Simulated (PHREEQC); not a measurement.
A solution holds 1 mol NaOH and 0.12 mol NaHCO3 per kg of water, at 25 °C. Closed to the air; pH follows from the charge balance.

Computed with PHREEQC (Pitzer model, pitzer.dat).

```yaml
pH: 13.79
ionic_strength: 1.24 mol/kgw
activity_of_water: 0.966
density: 1.046 g/cm³
osmotic_coefficient: 0.918
total_alkalinity: 1120 meq/kg
```

```tsv
species	molality	activity	log γ
Na+	1.12	0.695	-0.207
OH-	0.880	0.596	-0.169
CO3-2	0.120	0.0134	-0.952
HCO3-	8.76e-6	4.79e-6	-0.262
```

Precipitation was switched off in this run. Complexes and solids missing from the database can't appear. In brines, pH and single-ion activities rest on the MacInnes convention.
